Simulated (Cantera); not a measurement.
Cantera run:

```python
import numpy as np
import cantera as ct

gas_names = [...]  # 97 gases of nasa_gas.yaml made of Al, C, H, N
cond_names = """
    AL(cr) AL(L) ALN(s) C(gr) C6H6(L) C7H8(L) C8H18(L),n-octa
""".split()


# ... load() reads the species with a 1 bar reference pressure and builds the phases ...
atoms = {
    'Al(CH3)3': {'AL': 1, 'C': 3, 'H': 9},
    'N2': {'N': 2},
    'H2': {'H': 2},
}
top_T = {'ALN(s)': 2750, 'C(gr)': 4500}  # K; cautious upper limits of use, not melting points


# ... equilibrate(T, P, feed) seeds the gas with the atoms and calls Mixture.equilibrate('TP', solver="vcs", rtol=1e-11, max_steps=5000) ...
results = []
feed = {'Al(CH3)3': 1, 'N2': 11, 'H2': 40}  # mol
T = 1073  # K
P = 1000  # Pa
mix = equilibrate(T, P, feed)
results.append((T, P, feed, dict(zip(mix.species_names, mix.species_moles))))
x = sorted(zip(gas.X, gas.species_names), reverse=True)
print(f"T = {T:g} K  P = {P:g} Pa  gas = {mix.phase_moles(0):.4g} mol")
print("   x: " + "  ".join(f"{s} {v:.3e}" for v, s in x if v > 1e-06))
print("   condensed (mol): " + ("  ".join(f"{mix.phase(i).name} {mix.phase_moles(i):.4g}"
      for i in range(1, mix.n_phases) if mix.phase_moles(i) > 1e-12) or "none"))
```

Result:

```
T = 1073 K  P = 1000 Pa  gas = 54.98 mol
   x: H2 8.087e-01  N2 1.910e-01  CH4 3.005e-04  HCN 6.059e-06  NH3 1.177e-06
   condensed (mol): ALN(s) 1  C(gr) 2.983
```

Method: chemical equilibrium by Gibbs-energy minimisation in Cantera with the NASA 1993 tables (ideal gas, pure condensed phases). The feed counts by its element totals alone.
